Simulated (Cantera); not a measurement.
Charge: 1 mol SiF4, 0.016 mol C2H2, 4.9 mol H2, held at 975 °C and 1.50 mbar.

These are equilibrium values from Cantera (NASA tables, ideal gas, pure condensed phases), not measurements of a reactor. Candidate condensed phases: C, C6H6, C7H8, C8H18, Si, SiC; 113 gas species. The tables' values for SiF3, SiF2 are old estimates; treat these amounts as uncertain. The numbers say what is thermodynamically allowed, not how fast it happens.

**Question.** What is the equilibrium state?

**Answer.** 
```json
{
  "x(H2)": "0.825",
  "x(SiF4)": "0.164",
  "x(HF)": "0.00630",
  "x(SiF3)": "0.00343",
  "x(SiHF3)": "0.00119",
  "x(SiF2)": "6.94e-5",
  "x(CH4)": "1.14e-5",
  "x(H)": "1.10e-5",
  "x(SiH2F2)": "4.18e-6",
  "n(C(graphite))": "0.0297 mol",
  "n(SiC(s))": "0.00227 mol",
  "gas_amount": "5.929 mol",
  "log10 activity of Si(s) (absent)": "-2.65"
}
```
